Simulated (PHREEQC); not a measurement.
Synthetic water in mg/L, 25 °C, pH 6.61, pe 9.7:

```json
[
 {"constituent": "Na", "mg/L": "12.3"},
 {"constituent": "K", "mg/L": "2.85"},
 {"constituent": "Ca", "mg/L": "2.58"},
 {"constituent": "Mg", "mg/L": "0.171"},
 {"constituent": "Cl", "mg/L": "1.29"},
 {"constituent": "S(6) as SO4", "mg/L": "18.4"},
 {"constituent": "Alkalinity as HCO3", "mg/L": "21.9"},
 {"constituent": "Zn", "mg/L": "0.0423"},
 {"constituent": "Cu(2)", "mg/L": "0.00653"},
 {"constituent": "Pb", "mg/L": "1.69"}
]
```

Valence states are taken as typed.

All values are PHREEQC results (ion-association model, phreeqc.dat), not measurements.

Precipitation was switched off in this run.

Task: What charge-balance error does the model give?

Result: charge-balance error -0.7 %.

Task: In which forms is Cu present?

Result: Cu+2 55 %, CuCO3 17 %, Cu(OH)2 17 %, CuHCO3+ 8.4 %, CuOH+ 2.0 %, CuSO4 1.6 % of the Cu.

The solution is supersaturated, for example in Cerussite, so a real one may precipitate; this is no full list. Species that the database lacks are ignored. The database's constant for dissolved Cu(OH)2 is higher than later reviews accept.
